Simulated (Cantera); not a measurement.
Input: 1 mol SiH₄, 1.3 mol C₂H₄, 3.3 mol H₂, held at 0.430 bar.

Method: chemical equilibrium by Gibbs-energy minimisation in Cantera with the NASA 1993 tables (ideal gas, pure condensed phases). Candidate condensed phases: C, C₆H₆, C₇H₈, C₈H₁₈, Si, SiC; 87 gas species. Rates play no part. All values below are at 1850 K.

Base state: H₂ 0.999, H 0.000821, CH₄ 0.000281, C₂H₂ (acetylene) 0.000261 (mole fractions); condensed: C(graphite) + SiC(s).

### Question
What changes in the equilibrium state with this change: 0.043 mol H₂O added?

### Answer
```
species             before     after
----------------  --------  --------
H₂                   0.999     0.993
CO                       0   0.00535
H                 0.000821  0.000819
SiO                      0   3.42e-5
CH₄               0.000281  0.000278
C₂H₂ (acetylene)  0.000261  0.000260
C(graphite), mol      1.59      1.55
SiC(s), mol          1.000     1.000
```
Further candidate phases: H₂O, SiO₂.
